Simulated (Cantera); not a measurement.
Feed: 1 mol Cu2O, 0.33 mol C, 2.2 mol N2, equilibrated at 1648.15 K and 750 Torr.

Cantera equilibrium calculation (NASA polynomials, part measured and part estimated; ideal gas, pure solids and liquids). Candidate condensed phases: C, Cu, CuO, Cu2O; 27 gas species. Each liquid is taken as pure. Mutual solubility and eutectic melting of coexisting phases are not modelled. The numbers say what is thermodynamically allowed, not how fast it happens.

Q: What is the equilibrium state?

A: 
| Property | Result |
|---|---|
| x(N2) | 0.869 |
| x(CO2) | 0.130 |
| x(O2) | 0.000670 |
| x(CO) | 0.000185 |
| x(NO) | 0.000140 |
| x(Cu) | 7.92e-5 |
| n(Cu(l)) | 1.33 mol |
| n(Cu2O(l)) | 0.337 mol |
| gas amount | 2.532 mol |
| log10 activity of C(graphite) (absent) | -10.27 |
